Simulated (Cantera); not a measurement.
**Sublimation and decomposition of ceramics: Al₂O₃ + N₂**

A closed system holds: 1 mol Al₂O₃, 1.3 mol N₂, at 1775 K and 2600 Pa.

Cantera equilibrium calculation (NASA polynomials, part measured and part estimated; ideal gas, pure solids and liquids). Candidate condensed phases: Al, AlN, Al₂O₃; 16 gas species. Equilibrium is a limit: real reactors are often held back by kinetics, nucleation or transport.

```
Item                                  Value
--------------------------------  ---------
x(N₂)                                  1.00
n(Al₂O₃(s))                        1.00 mol
gas amount                        1.300 mol
log10 activity of Al(l) (absent)      -6.37
```
